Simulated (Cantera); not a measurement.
Input: 1 mol SiO2, 4.5 mol BCl3, 1.1 mol O2, held at 10.0 mbar.

Cantera equilibrium calculation (NASA polynomials, part measured and part estimated; ideal gas, pure solids and liquids). Candidate condensed phases: B, B2O3, Si, SiO2; 27 gas species. Rates play no part.

Question: At 900 K, list the 5 most abundant gas species with their mole fractions, and the condensed phases.

Answer: Cl2 0.449, BCl3 0.297, SiCl4 0.204, B3O3Cl3 0.0499, Cl 0.000495. Condensed: B2O3(l).
